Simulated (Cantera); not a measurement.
Input: 1 mol FeS, 0.42 mol H2S, 8.9 mol O2, held at 1150 K and 0.100 bar.

Equilibrium computed with Cantera from the NASA thermochemical tables; the gas is ideal and each condensed phase is pure. Candidate condensed phases: Fe, FeO, Fe(OH)2, Fe(OH)3, FeS, FeSO4, FeS2, Fe2O3, Fe2(SO4)3, Fe3O4, H2O, H2SO4, S; 22 gas species. Kinetics and transport are ignored.

Base state: O2 0.778, SO2 0.154, H2O 0.0507, SO3 0.0169 (mole fractions); condensed: Fe2O3(s).

**Question.** What changes in the equilibrium state with this change: H2S from 0.42 to 1.5 mol?

**Answer.** 
```csv
species,before,after
O2,0.778,0.545
SO2,0.154,0.260
H2O,0.0507,0.171
SO3,0.0169,0.0238
"Fe2O3(s), mol",0.500,0.500
```
